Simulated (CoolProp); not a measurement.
Vapour-liquid equilibrium of carbon dioxide (1) + ethane (2) at 30.1 bar; x and y are mole fractions of (1).

The numbers come from the multi-fluid Helmholtz-energy mixture model, Span 1996 and Bücker 2006; pair parameters Kunz 2012 in CoolProp.

```
x     bubble temperature (°C)  y at the bubble point  dew temperature at overall composition x (°C)  liquid density (mol/L)
----  -----------------------  ---------------------  ---------------------------------------------  ----------------------
0.05                      6.3                  0.090                                            7.9                   12.79
0.2                      -1.8                  0.308                                            2.2                   13.77
0.35                     -6.7                  0.459                                           -3.3                   14.70
0.5                      -9.4                  0.570                                           -7.8                   15.77
0.65                    -10.4                  0.665                                          -10.3                   17.12
0.8                     -10.0                  0.766                                           -9.6                   18.89
0.95                     -7.3                  0.920                                           -6.6                   21.03
```

y crosses x between x = 0.65 and 0.8: the model has an azeotrope there.

The pair parameters rest on a limited set of measurements; away from them the model extrapolates.
